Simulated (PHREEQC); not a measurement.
A column of 0.5 m (40 cells, dispersivity 0.025 m, 60 s a shift, diffusion coefficient 3e-10 m²/s) holds 0.095 eq of the database's cation exchanger X per kg of pore water, first in equilibrium with 13 mmol/kgw CdCl2, 0.33 mmol/kgw KCl and 0.01 mmol/kgw HCl. It is flushed with 6.7 mmol/kgw LiCl, 0.74 mmol/kgw MnCl2, 41 mmol/kgw NaCl and 0.01 mmol/kgw HCl, at 15 °C. Values are for the last cell. The system is closed to CO2. Precipitation was switched off in this run.

The series has 31 steps of pore volumes, from 0 to 6.013.

All values are PHREEQC results (ion-association model, phreeqc.dat), not measurements.

Question: After how many pore volumes does Na at the outlet first reach half of its feed value?

Answer: By 1.8 pore volumes.

Question: After how many pore volumes does Li at the outlet first reach half of its feed value?

Answer: By 1.6 pore volumes.
